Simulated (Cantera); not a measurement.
Feed: 1 mol CaO, 17 mol HCl, 1.3 mol N2, equilibrated at 0.0120 bar.

Equilibrium computed with Cantera from the NASA thermochemical tables; the gas is ideal and each condensed phase is pure. Candidate condensed phases: Ca, CaCl2, CaO, Ca(OH)2, H2O, NH4Cl; 36 gas species. Condensed phases not in the tables: oxide chlorides. Kinetics and transport are ignored. All values below are at 1052 °C.

Base state: HCl 0.859, N2 0.0745, H2O 0.0573, CaCl2 0.00773, Cl 0.000602, H2 0.000319, Cl2 1.82e-5 (mole fractions); condensed: CaCl2(l).

Task: What changes in the equilibrium state with this change: CaO replaced by MgO?

Result: 
```tsv
species	before	after
HCl	0.859	0.866
N2	0.0745	0.0710
MgCl2	0	0.0309
H2O	0.0573	0.0309
CaCl2	0.00773	0
Cl2	1.82e-5	1.84e-5
Cl	0.000602	0.000605
CaCl2(l), mol	0.865	0
MgO(s), mol	0	0.434
```
Further candidate phases: Mg, MgCl2, MgO, Mg(OH)2.
